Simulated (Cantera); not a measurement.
Input: 1 mol SiC, a varied amount of H2O, 28 mol N2, equilibrated at 2173 K and 7.50 Torr.

Method: chemical equilibrium by Gibbs-energy minimisation in Cantera with the NASA 1993 tables (ideal gas, pure condensed phases). Candidate condensed phases: C, C6H6, C7H8, C8H18, H2O, Si, SiC, SiO2, Si2N2O, Si3N4; 151 gas species. Rates play no part.

Question: Which condensed phases are stable at each of these points (n(H2O) (mol)): 0.051, 0.22, 0.38, 0.55, 0.71, 0.88, 1, 1.2, 1.4?

Answer: 
```tsv
n(H2O) (mol)	condensed phases	Si condensed (%)
0.051	C(graphite) + SiC(s)	90.3
0.22	SiC(s)	75.5
0.38	SiC(s)	62.7
0.55	SiC(s)	50.4
0.71	SiC(s)	39.6
0.88	SiC(s)	28.7
1	SiC(s)	21.2
1.2	SiC(s)	9.0
1.4	gas only	0.0
```

At 0.051 mol H2O the condensed part is C(graphite) + SiC(s). From 0.22 mol H2O to 1.2 mol H2O the condensed part is SiC(s). At 1.4 mol H2O nothing is condensed.
